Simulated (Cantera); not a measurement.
Cantera run, input and output.

```python
import numpy as np
import cantera as ct

gas = ct.Solution("gri30.yaml")
gas.TPX = 1698, 100000, {'CH4': 1, 'CO': 1.4, 'O2': 2.81, 'N2': 10.6}
reactor = ct.IdealGasConstPressureReactor(gas, energy="on", clone=False)
net = ct.ReactorNet([reactor])
net.rtol, net.atol = 1e-08, 1e-16
show = ['CH4', 'CO', 'O2', 'HCN', 'CH2CO', 'H2O']
times = np.geomspace(2e-06, 9, 13)

steps = ct.SolutionArray(gas, extra=["t"])
rows = []
print(f"{'t/s':>10s}{'T/K':>9s}{'P/Pa':>11s}" + "".join(f"{s:>11s}" for s in show))
for t in times:
    while net.time < t:
        t_next = net.step()
        steps.append(gas.state, t=t_next)
    rows.append([np.interp(t, steps.t, y) for y in (steps.T, steps.P, *steps(*show).X.T)])
    print(f"{t:10.3e}{rows[-1][0]:9.1f}{rows[-1][1]:11.4g}" + "".join(f"{x:11.3e}" for x in rows[-1][2:]))
rate = np.gradient(steps.T, steps.t)
print("integrator steps:", len(steps.t))
if steps.T.max() > steps.T[0] + 200:
    print(f"time of steepest temperature rise: {steps.t[rate.argmax()]:.4e} s")
gas.TPX = 1698, 100000, {'CH4': 1, 'CO': 1.4, 'O2': 2.81, 'N2': 10.6}
gas.equilibrate("HP")
print(f"equilibrium (HP): T = {gas.T:.1f} K  " + "  ".join(f"{s} {gas[s].X[0]:.3e}" for s in show))
```

Output:

```
       t/s      T/K       P/Pa        CH4         CO         O2        HCN      CH2CO        H2O
 2.000e-06   1698.0      1e+05  6.325e-02  8.855e-02  1.777e-01  1.110e-16  3.581e-11  8.882e-07
 7.169e-06   1697.9      1e+05  6.323e-02  8.855e-02  1.777e-01  2.009e-15  6.090e-10  5.990e-06
 2.570e-05   1697.9      1e+05  6.315e-02  8.854e-02  1.777e-01  3.584e-14  9.844e-09  4.076e-05
 9.212e-05   1699.3      1e+05  6.223e-02  8.846e-02  1.772e-01  1.541e-12  3.170e-07  5.497e-04
 3.302e-04   2620.9      1e+05  3.512e-16  7.522e-02  4.132e-02  9.491e-11  1.737e-17  8.981e-02
 1.184e-03   2795.8      1e+05  9.170e-16  6.703e-02  3.469e-02  8.839e-10  3.249e-17  9.860e-02
 4.243e-03   2789.3      1e+05  9.714e-16  6.721e-02  3.230e-02  1.390e-09  3.318e-17  9.899e-02
 1.521e-02   2789.0      1e+05  9.746e-16  6.722e-02  3.217e-02  1.418e-09  3.322e-17  9.901e-02
 5.451e-02   2789.0      1e+05  9.746e-16  6.722e-02  3.217e-02  1.418e-09  3.322e-17  9.901e-02
 1.954e-01   2789.0      1e+05  9.746e-16  6.722e-02  3.217e-02  1.418e-09  3.322e-17  9.901e-02
 7.004e-01   2789.0      1e+05  9.746e-16  6.722e-02  3.217e-02  1.418e-09  3.322e-17  9.901e-02
 2.511e+00   2789.0      1e+05  9.746e-16  6.722e-02  3.217e-02  1.418e-09  3.322e-17  9.901e-02
 9.000e+00   2789.0      1e+05  9.746e-16  6.722e-02  3.217e-02  1.418e-09  3.322e-17  9.901e-02
integrator steps: 1706
time of steepest temperature rise: 2.1325e-04 s
equilibrium (HP): T = 2789.0 K  CH4 1.333e-15  CO 6.722e-02  O2 3.217e-02  HCN 1.418e-09  CH2CO 3.622e-17  H2O 9.901e-02
```

Computed with Cantera and GRI-Mech 3.0 (53 species, 325 reactions).
